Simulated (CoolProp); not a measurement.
Vapour-liquid equilibrium of carbon dioxide (1) + CHF3 (R23) (2) at 276.9 K; x and y are mole fractions of (1).

Computed with CoolProp (multi-fluid Helmholtz-energy mixture model, Span 1996 and Penoncello 2003; pair parameters Bell 2016).

| x | bubble pressure (bar) | y at the bubble point | dew pressure at overall composition x (bar) | liquid density (mol/L) |
|---|---|---|---|---|
| 0.05 | [?] | 0.062 | 28.13 | 14.55 |
| 0.2 | 30.31 | 0.239 | 29.84 | 15.19 |
| 0.35 | 32.27 | 0.400 | 31.66 | 15.90 |
| 0.5 | 34.10 | 0.549 | 33.50 | 16.72 |
| 0.65 | 35.71 | [?] | [?] | 17.67 |
| 0.8 | 37.08 | 0.821 | [?] | 18.77 |
| 0.95 | 38.16 | 0.954 | 38.13 | 20.07 |

Task: What belongs in the gaps?

Result: 
- 0.05, bubble pressure (bar): 28.26
- 0.65, y at the bubble point: 0.687
- 0.65, dew pressure at overall composition x (bar): 35.29
- 0.8, dew pressure at overall composition x (bar): 36.89

No azeotrope shows between x = 0.05 and 0.95.

The pair parameters rest on a limited set of measurements; away from them the model extrapolates.
